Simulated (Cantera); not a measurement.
Charge: 1 mol CH₃SiH₃, 0.82 mol C₂H₂, 94 mol H₂, equilibrated at 2498.15 K and 2.90 mbar.

These are equilibrium values from Cantera (NASA tables, ideal gas, pure condensed phases), not measurements of a reactor. Candidate condensed phases: C, C₆H₆, C₇H₈, C₈H₁₈, Si, SiC; 87 gas species. The feed counts by its element totals alone. Rates play no part.

Base state: H₂ 0.620, H 0.365, C₂H₂ (acetylene) 0.00665, Si 0.00649, SiC₂ 0.00167, C₂H 0.000280, C₃ 0.000167, SiH 7.29e-5 (mole fractions); condensed: C(graphite).

Q: What changes in the equilibrium state with this change: C₂H₂ from 0.82 to 0.12 mol?

A: 
| species | before | after |
|---|---|---|
| H₂ | 0.620 | 0.622 |
| H | 0.365 | 0.365 |
| Si | 0.00649 | 0.00716 |
| C₂H₂ (acetylene) | 0.00665 | 0.00379 |
| C₄H₂ | 2.95e-5 | 9.52e-6 |
| C₃ | 0.000167 | 7.11e-5 |
| C₂ | 1.53e-5 | 8.70e-6 |
| C(graphite), mol | 0.469 | 0 |

Q: What changes in the equilibrium state with this change: temperature from 2498.15 K to 2423.15 K?

A: 
| species | before | after |
|---|---|---|
| H₂ | 0.620 | 0.708 |
| H | 0.365 | 0.277 |
| Si | 0.00649 | 0.00708 |
| C₂H₂ (acetylene) | 0.00665 | 0.00548 |
| C₂ | 1.53e-5 | 4.53e-6 |
| C₃ | 0.000167 | 4.99e-5 |
| C | 5.59e-5 | 1.93e-5 |
| C₂H | 0.000280 | 0.000130 |
| C(graphite), mol | 0.469 | 0.982 |
